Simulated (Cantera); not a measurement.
Mixture: CH₄ : CO : O₂ : N₂ = 1 : 0.097 : 5 : 24.5 (molar parts), equivalence ratio 0.41, at 2.40 bar, adiabatic and at constant volume. Ignition delay is the time to a rise of 400 K.

Model: GRI-Mech 3.0 (53 species, 325 reactions), integrated in Cantera.

Problem. What does this change do: pressure from 2.40 bar to 1.01 bar?

Solution. 
```
quantity                                                before       after
--------------------------------------------------  ----------  ----------
delay at 1200 K                                        16.7 ms     35.4 ms
delay at 1300 K                                        4.51 ms     9.04 ms
delay at 1400 K                                        1.41 ms     2.77 ms
delay at 1500 K                                       0.515 ms     1.02 ms
apparent activation energy between 1450 and 1550 K  170 kJ/mol  170 kJ/mol
```
